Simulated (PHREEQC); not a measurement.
Arsenic or selenium liquor: speciation

Solution (25 °C): 49 mmol/kgw H2SeO3, 0.031 mmol/kgw NaHCO3 and 1.7 mmol/kgw NaCl. Closed to the air; pH follows from the charge balance.

Equilibrium calculation in PHREEQC: ion-association model, wateq4f.dat.

Each row changes one thing in this solution. Precipitation was switched off in this run.

| case | pH | ionic strength (mol/kgw) | SeO3-2 (mol/kgw) |
|---|---|---|---|
| as made | 2.07 | 0.0110 | 4.81e-9 |
| temperature from 25 to 45 °C | 2.07 | 0.0111 | 4.89e-9 |
| 0.0057 mol/kgw Na2SO4 added | 2.12 | 0.0254 | 6.87e-9 |
| NaHCO3 from 3.1e-05 to 3.41e-05 mol/kgw | 2.07 | 0.0110 | 4.82e-9 |
| NaHCO3 replaced by Na2SO4 at the same molality | 2.07 | 0.0111 | 4.81e-9 |
| NaCl left out | 2.07 | 0.00926 | 4.67e-9 |

Complexes and solids missing from the database can't appear. Constants without temperature data keep their 25 °C values here.
